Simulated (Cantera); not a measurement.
Source: NASA polynomial tables (part measured, part estimated), evaluated in Cantera. Values are per mole of reaction as written; species without (g) are pure solids or liquids, kept so even where they would boil at 1 bar.

Li2O ⇌ O(g) + 2 Li

```json
[
 {"T (K)": "850", "ΔH° (kJ)": "___", "ΔS° (J/K)": "___", "ΔG° (kJ)": "___", "log10 K": "___"},
 {"T (K)": "900", "ΔH° (kJ)": "857.7", "ΔS° (J/K)": "203.8", "ΔG° (kJ)": "674.3", "log10 K": "-39.13"},
 {"T (K)": "950", "ΔH° (kJ)": "___", "ΔS° (J/K)": "___", "ΔG° (kJ)": "___", "log10 K": "___"},
 {"T (K)": "1000", "ΔH° (kJ)": "857.1", "ΔS° (J/K)": "203.1", "ΔG° (kJ)": "653.9", "log10 K": "-34.16"},
 {"T (K)": "1050", "ΔH° (kJ)": "___", "ΔS° (J/K)": "___", "ΔG° (kJ)": "___", "log10 K": "___"}
]
```

Q: Fill in the missing entries.

A: 
- 850, ΔH° (kJ): 857.9
- 850, ΔS° (J/K): 204.0
- 850, ΔG° (kJ): 684.5
- 850, log10 K: -42.06
- 950, ΔH° (kJ): 857.4
- 950, ΔS° (J/K): 203.5
- 950, ΔG° (kJ): 664.1
- 950, log10 K: -36.51
- 1050, ΔH° (kJ): 856.3
- 1050, ΔS° (J/K): 202.8
- 1050, ΔG° (kJ): 643.4
- 1050, log10 K: -32.01
